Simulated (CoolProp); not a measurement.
R1234yf along the isobar 6.59 bar: Z from the reference equation and from simpler models built on Tc = 367.8 K, pc = 33.84 bar, ω = 0.276; each cubic takes its own stable root.

Model: reference Helmholtz-energy equation of state, Lemmon 2022, in CoolProp.

| T (K) | phase | reference |
|---|---|---|
| 314.8 | gas | 0.8692 |
| 321.1 | gas | 0.8791 |
| 327.5 | gas | 0.8882 |
| 333.8 | gas | 0.8962 |
| 340.2 | gas | 0.9035 |
| 346.5 | gas | 0.9100 |
| 352.9 | gas | 0.9160 |
| 359.2 | gas | 0.9214 |
| 365.6 | gas | 0.9264 |
| 371.9 | gas | 0.9310 |
| 378.3 | gas | 0.9352 |
| 384.6 | gas | 0.9391 |
| 391 | gas | 0.9428 |
| 397.3 | gas | 0.9461 |
| 403.7 | gas | 0.9492 |
| 410 | gas | 0.9521 |

Question: How far does each simpler model (Pitzer virial, Soave-Redlich-Kwong) lie from the reference over these 16 states: mean and median of the absolute difference, and the worst?

Answer: 
- Pitzer virial: mean 0.6 %, median 0.5 %, worst +1.7 % at 314.8 K and 6.59 bar
- Soave-Redlich-Kwong: mean 0.4 %, median 0.3 %, worst +1.1 % at 314.8 K and 6.59 bar
